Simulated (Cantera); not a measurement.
Charge: 1 mol HMDSO, a varied amount of O2, 1.1 mol N2, equilibrated at 2025 K and 0.0490 bar.

These are equilibrium values from Cantera (NASA tables, ideal gas, pure condensed phases), not measurements of a reactor. Candidate condensed phases: C, C6H6, C7H8, C8H18, H2O, Si, SiC, SiO2, Si2N2O, Si3N4; 151 gas species. The feed counts by its element totals alone. The tables hold silica as quartz up to 1696 K and as liquid above; real silica turns to tridymite and cristobalite and melts near 1996 K. Gases not in the tables: Si2H6 and higher silanes. Rates play no part.

What share of the Si ends up in condensed phases as a function of n(O2) (mol), at 1, 1.3, 1.6, 2, 2.5, 3.1, 3.9, 4.9, 6.2?


```json
[
 {"n(O2) (mol)": "1", "Si condensed (%)": "98.5", "as": "SiC(s)"},
 {"n(O2) (mol)": "1.3", "Si condensed (%)": "98.2", "as": "SiC(s)"},
 {"n(O2) (mol)": "1.6", "Si condensed (%)": "94.0", "as": "SiC(s)"},
 {"n(O2) (mol)": "2", "Si condensed (%)": "74.4", "as": "SiC(s)"},
 {"n(O2) (mol)": "2.5", "Si condensed (%)": "49.5", "as": "SiC(s)"},
 {"n(O2) (mol)": "3.1", "Si condensed (%)": "19.5", "as": "SiC(s)"},
 {"n(O2) (mol)": "3.9", "Si condensed (%)": "27.0", "as": "SiO2(l)"},
 {"n(O2) (mol)": "4.9", "Si condensed (%)": "85.0", "as": "SiO2(l)"},
 {"n(O2) (mol)": "6.2", "Si condensed (%)": "96.4", "as": "SiO2(l)"}
]
```
